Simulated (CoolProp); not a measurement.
Vapour-liquid equilibrium of n-butane (1) + cyclohexane (2) at 308.1 K; x and y are mole fractions of (1).

The numbers come from the multi-fluid Helmholtz-energy mixture model, Bücker 2006 and Zhou 2014; pair parameters Bell 2016 in CoolProp.

```tsv
x	bubble pressure (kPa)	y at the bubble point	dew pressure at overall composition x (kPa)	liquid density (mol/L)
0.05	(withheld)	0.386	21.01	(withheld)
0.2	72.06	0.775	24.58	9.268
0.35	120.0	0.890	(withheld)	9.390
0.5	169.8	(withheld)	37.33	9.496
0.65	218.1	0.966	(withheld)	(withheld)
0.8	264.5	0.983	78.74	9.637
0.95	311.4	(withheld)	185.5	9.657
```

Complete the blanks.


- 0.05, bubble pressure (kPa): 31.16
- 0.05, liquid density (mol/L): 9.131
- 0.35, dew pressure at overall composition x (kPa): 29.63
- 0.5, y at the bubble point: 0.940
- 0.65, dew pressure at overall composition x (kPa): 50.53
- 0.65, liquid density (mol/L): 9.580
- 0.95, y at the bubble point: 0.996

No azeotrope shows between x = 0.05 and 0.95.

Pair parameters are fitted to limited data, so mixtures are less certain than the pure fluids.
